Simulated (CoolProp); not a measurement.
Vapour-liquid equilibrium of R22 (1) + R152A (2) at 64.85 °C; x and y are mole fractions of (1).

The numbers come from the multi-fluid Helmholtz-energy mixture model, Kamei 1995 and Outcalt 1996; pair parameters Bell 2016 in CoolProp.

```csv
x,bubble pressure (MPa),y at the bubble point,dew pressure at overall composition x (MPa),liquid density (mol/L)
0.05,1.715,0.063,1.708,11.86
0.15,1.789,0.186,1.767,11.86
0.25,1.868,0.303,1.832,11.87
0.35,1.953,0.414,1.903,11.87
0.45,2.044,0.521,1.982,11.86
0.55,2.142,0.622,2.071,11.84
0.65,2.249,0.717,2.173,11.82
0.75,2.365,0.806,2.290,11.78
0.85,2.489,0.888,2.429,11.72
0.95,2.622,0.964,2.596,11.64
```

No azeotrope shows between x = 0.05 and 0.95.

Pair parameters are fitted to limited data, so mixtures are less certain than the pure fluids.
